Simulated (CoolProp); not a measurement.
C3F8 (R218) at 298.15 K and 0.124 MPa is throttled through a valve to 0.0721 MPa with no heat exchange. Each further row changes one setting.

Model: reference Helmholtz-energy equation of state, Lemmon 2006, in CoolProp. It is a short technical equation, of lower accuracy than the large ones.

```json
[
 {"case": "as stated", "temperature change (K)": "-0.7", "final density (kg/m³)": "5.57"},
 {"case": "outlet pressure 0.0216 MPa", "temperature change (K)": "-1.3", "final density (kg/m³)": "1.65"},
 {"case": "outlet pressure 0.0937 MPa", "temperature change (K)": "-0.4", "final density (kg/m³)": "7.26"}
]
```
